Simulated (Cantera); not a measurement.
# Adiabatic ignition

An adiabatic, constant-pressure homogeneous reactor starts with 9.14 % CO, 5.39 % H₂, 15.8 % O₂, 69.5 % N₂, 0.192 % CO₂, at 1125 K and 3750 Torr.

Model: GRI-Mech 3.0 (53 species, 325 reactions), integrated in Cantera. The hydrogen kinetics of GRI-Mech 3.0 are dated; newer H2 mechanisms differ, most at raised pressure.

```csv
t (s),T (K),x CO,x H₂,x O₂,x NO₂,x NO
2.00e-6,1125,0.0914,0.0539,0.158,<1e-12,<1e-12
5.07e-6,1125,0.0914,0.0539,0.158,<1e-12,<1e-12
1.28e-5,1125,0.0914,0.0539,0.158,<1e-12,<1e-12
3.25e-5,1125,0.0914,0.0539,0.158,<1e-12,<1e-12
8.25e-5,1129,0.0913,0.0534,0.158,1.12e-12,1.76e-11
0.000209,2178,0.00322,0.000269,0.0923,1.03e-7,3.82e-5
0.000529,2204,0.000937,0.000100,0.0918,1.20e-7,6.41e-5
0.00134,2204,0.000918,9.92e-5,0.0918,2.15e-7,0.000115
0.00340,2204,0.000917,9.91e-5,0.0917,4.54e-7,0.000243
0.00861,2203,0.000913,9.87e-5,0.0916,1.05e-6,0.000561
0.0218,2202,0.000905,9.80e-5,0.0912,2.47e-6,0.00132
0.0553,2198,0.000888,9.64e-5,0.0904,5.56e-6,0.00297
0.140,2193,0.000862,9.38e-5,0.0891,1.04e-5,0.00559
0.355,2189,0.000843,9.20e-5,0.0881,1.40e-5,0.00749
0.900,2188,0.000840,9.18e-5,0.0880,1.45e-5,0.00776
```
x: mole fraction; the columns are a selection and need not sum to one.

```json
{
 "time_of_steepest_temperature_rise": "0.110 ms",
 "temperature at 0.900 s": "2188 K",
 "equilibrium_temperature": "2188 K",
 "x(CO) at 0.900 s": "0.000840 (gas-phase equilibrium 0.000840)",
 "x(H₂) at 0.900 s": "9.18e-5 (gas-phase equilibrium 9.18e-5)",
 "x(O₂) at 0.900 s": "0.0880 (gas-phase equilibrium 0.0880)"
}
```
